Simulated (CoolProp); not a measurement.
Water along the isobar 51 MPa: fugacity coefficient from the reference equation and from simpler models built on Tc = 373.9 °C, pc = 22.06 MPa, ω = 0.344; each cubic takes its own stable root.

Model: reference Helmholtz-energy equation of state, Wagner 2002, in CoolProp.

```csv
T (°C),phase,reference
322.75,liquid,0.2099
336.75,liquid,0.2413
350.75,liquid,0.2746
364.75,liquid,0.3097
378.75,supercritical,0.3461
392.75,supercritical,0.3836
406.85,supercritical,0.4219
420.85,supercritical,0.4599
434.85,supercritical,0.4972
448.85,supercritical,0.5329
462.85,supercritical,0.5666
476.85,supercritical,0.5976
490.85,supercritical,0.6261
```

### Question
How far does each simpler model (van der Waals, Redlich-Kwong, Soave-Redlich-Kwong, Peng-Robinson) lie from the reference over these 13 states: mean and median of the absolute difference, and the worst?

### Answer
- van der Waals: mean 17.6 %, median 9.2 %, worst +55.2 % at 322.75 °C and 51 MPa
- Redlich-Kwong: mean 8.8 %, median 4.8 %, worst +25.9 % at 322.75 °C and 51 MPa
- Soave-Redlich-Kwong: mean 8.9 %, median 8.9 %, worst +13.7 % at 322.75 °C and 51 MPa
- Peng-Robinson: mean 3.2 %, median 2.7 %, worst +7.1 % at 322.75 °C and 51 MPa
